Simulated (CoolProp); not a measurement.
Computed with CoolProp (reference Helmholtz-energy equation of state, Thol 2019).

### Question
For n-hexane, give the phase and the cp (kJ/(kg K)), cv (kJ/(kg K)), viscosity (µPa s), conductivity (mW/(m K)) at -71.85 °C and 27.4 bar; -28.15 °C and 27.4 bar; 15.65 °C and 27.4 bar.

### Answer
- -71.85 °C and 27.4 bar: liquid; cp 1.99, cv 1.52, viscosity 1160, conductivity 157
- -28.15 °C and 27.4 bar: liquid; cp 2.08, cv 1.59, viscosity 559, conductivity 139
- 15.65 °C and 27.4 bar: liquid; cp 2.23, cv 1.72, viscosity 336, conductivity 124

Viscosity comes from a separate model (Michailidou 2013). Thermal conductivity comes from a separate model (Assael 2013).
